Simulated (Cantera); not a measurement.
Input (Python, Cantera):

```python
import numpy as np
import cantera as ct

gas = ct.Solution("gri30.yaml")
gas.TPX = 348, 14000, {'CH4': 0.79, 'C2H6': 0.034, 'O2': 2.12, 'N2': 7.97}
flame = ct.FreeFlame(gas, width=0.16)
flame.set_refine_criteria(ratio=3, slope=0.08, curve=0.16)
flame.transport_model = "mixture-averaged"
flame.solve(loglevel=0, auto=True)
z, T = flame.grid, flame.T
thick = (T[-1] - T[0]) / np.gradient(T, z).max()
show = ['CH4', 'C2H6', 'O2', 'C2H2', 'NO', 'OH']
print(f"laminar burning velocity  {flame.velocity[0] * 100:.3f} cm/s")
print(f"burnt temperature         {T[-1]:.1f} K")
print(f"thermal thickness         {thick * 1e3:.4f} mm")
print(f"grid points               {len(z)}")
z0 = z[flame.heat_release_rate.argmax()]
print(f"{'z/mm':>9s}{'T/K':>9s}{'u/(m/s)':>9s}" + "".join(f"{s:>11s}" for s in show))
rows = []
for k in (-3, -2, -1.5, -1, -0.5, -0.25, 0, 0.25, 0.5, 1, 2, 4, 8):
    zz = z0 + k * thick
    rows.append([k * thick, np.interp(zz, z, T), np.interp(zz, z, flame.velocity),
                 *(np.interp(zz, z, flame.X[gas.species_index(s)]) for s in show)])
    print(f"{rows[-1][0] * 1e3:9.3f}{rows[-1][1]:9.1f}{rows[-1][2]:9.3f}" + "".join(f"{x:11.3e}" for x in rows[-1][3:]))
```

Result:

```
laminar burning velocity  62.604 cm/s
burnt temperature         2028.4 K
thermal thickness         2.4022 mm
grid points               155
     z/mm      T/K  u/(m/s)        CH4       C2H6         O2       C2H2         NO         OH
   -7.207    348.0    0.626  7.236e-02  3.114e-03  1.942e-01  1.335e-11  2.804e-12  5.419e-13
   -4.804    348.4    0.627  7.228e-02  3.112e-03  1.940e-01  5.333e-10  7.635e-11  1.619e-10
   -3.603    350.6    0.632  7.206e-02  3.107e-03  1.937e-01  5.967e-09  6.488e-10  7.802e-09
   -2.402    382.0    0.692  7.034e-02  3.076e-03  1.914e-01  1.567e-07  1.248e-08  1.303e-06
   -1.201    723.5    1.327  5.371e-02  2.596e-03  1.670e-01  4.344e-06  2.859e-07  4.792e-05
   -0.601   1108.0    2.052  3.176e-02  1.410e-03  1.322e-01  1.407e-05  7.490e-07  3.260e-04
    0.000   1475.3    2.752  8.815e-03  1.129e-04  8.954e-02  2.496e-05  1.594e-06  2.189e-03
    0.601   1622.5    3.029  8.633e-04  5.599e-07  6.408e-02  4.287e-06  2.614e-06  5.171e-03
    1.201   1657.1    3.085  4.818e-05  1.008e-09  5.488e-02  1.316e-07  3.320e-06  6.607e-03
    2.402   1690.1    3.131  1.154e-07  6.810e-15  4.958e-02  5.922e-11  4.227e-06  7.423e-03
    4.804   1732.4    3.195  2.378e-11  1.633e-20  4.695e-02  2.933e-15  5.632e-06  7.771e-03
    9.609   1787.9    3.285  2.309e-17  1.760e-28  4.530e-02  3.866e-22  7.949e-06  7.767e-03
   19.218   1853.8    3.392  4.859e-19 -1.001e-31  4.359e-02  1.255e-24  1.172e-05  7.370e-03
```

Computed with Cantera and GRI-Mech 3.0 (53 species, 325 reactions). Burning velocities carry a grid error of a few per cent, more on coarse grids.
